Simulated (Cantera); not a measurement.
Mixture: H2 : O2 : N2 : NO = 1 : 0.909 : 5.27 : 0.009 (molar parts), at 1.18 atm, adiabatic and at constant pressure. Ignition delay is the time to a rise of 400 K.

Model: GRI-Mech 3.0 (53 species, 325 reactions), integrated in Cantera. The mechanism lacks 2 NO + O2 → 2 NO2 and HONO, so NO2 and the effect of NO are under-described below about 1400 K. Where the delays flatten at high temperature, the 400 K rule measures the pace of heat release, not the induction time.

Task: Predict: delay at 1150 K; delay at 1300 K; delay at 1450 K; delay at 1600 K.

Result: delay at 1150 K: 77.7 µs
delay at 1300 K: 42.2 µs
delay at 1450 K: 32.8 µs
delay at 1600 K: 32.2 µs
